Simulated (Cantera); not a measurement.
An adiabatic, constant-volume homogeneous reactor starts with 11.2 % CH₄, 18.7 % O₂, 70.1 % N₂, equivalence ratio 1.2, at 1575 K and 750 Torr.

Cantera simulation using GRI-Mech 3.0 (53 species, 325 reactions); the numbers are that mechanism's predictions, not measurements.

x: mole fraction; the columns are a selection and need not sum to one.

```json
[
 {"t (s)": "1.00e-6", "T (K)": "1575", "P (bar)": "1.000", "x CH₄": "0.112", "x O₂": "0.187", "x HCN": "<1e-12", "x NO": "<1e-12", "x O": "1.16e-8", "x CH₂O": "1.68e-9"},
 {"t (s)": "5.76e-6", "T (K)": "1575", "P (bar)": "1.000", "x CH₄": "0.112", "x O₂": "0.187", "x HCN": "<1e-12", "x NO": "<1e-12", "x O": "(withheld)", "x CH₂O": "(withheld)"},
 {"t (s)": "3.32e-5", "T (K)": "1575", "P (bar)": "1.000", "x CH₄": "0.112", "x O₂": "0.187", "x HCN": "<1e-12", "x NO": "<1e-12", "x O": "4.29e-8", "x CH₂O": "3.42e-6"},
 {"t (s)": "0.000191", "T (K)": "1576", "P (bar)": "1.00", "x CH₄": "0.111", "x O₂": "0.186", "x HCN": "<1e-12", "x NO": "1.33e-12", "x O": "4.12e-7", "x CH₂O": "0.000230"},
 {"t (s)": "0.00110", "T (K)": "2955", "P (bar)": "2.03", "x CH₄": "<1e-12", "x O₂": "0.0106", "x HCN": "(withheld)", "x NO": "(withheld)", "x O": "0.00704", "x CH₂O": "2.16e-9"},
 {"t (s)": "0.00635", "T (K)": "2953", "P (bar)": "2.03", "x CH₄": "<1e-12", "x O₂": "0.0104", "x HCN": "1.19e-8", "x NO": "0.00907", "x O": "0.00691", "x CH₂O": "2.17e-9"},
 {"t (s)": "0.0366", "T (K)": "2953", "P (bar)": "2.03", "x CH₄": "<1e-12", "x O₂": "0.0104", "x HCN": "1.19e-8", "x NO": "0.00907", "x O": "0.00691", "x CH₂O": "2.17e-9"},
 {"t (s)": "0.211", "T (K)": "2953", "P (bar)": "2.03", "x CH₄": "<1e-12", "x O₂": "0.0104", "x HCN": "1.19e-8", "x NO": "0.00907", "x O": "0.00691", "x CH₂O": "2.17e-9"},
 {"t (s)": "1.21", "T (K)": "2953", "P (bar)": "2.03", "x CH₄": "<1e-12", "x O₂": "0.0104", "x HCN": "1.19e-8", "x NO": "0.00907", "x O": "0.00691", "x CH₂O": "2.17e-9"},
 {"t (s)": "7.00", "T (K)": "2953", "P (bar)": "2.03", "x CH₄": "<1e-12", "x O₂": "0.0104", "x HCN": "1.19e-8", "x NO": "0.00907", "x O": "0.00691", "x CH₂O": "2.17e-9"}
]
```

Question: Some entries are withheld; supply them.

Answer: 
- 5.76e-6, x O: 1.65e-8
- 5.76e-6, x CH₂O: 7.50e-8
- 0.00110, x HCN: 1.08e-8
- 0.00110, x NO: 0.00806
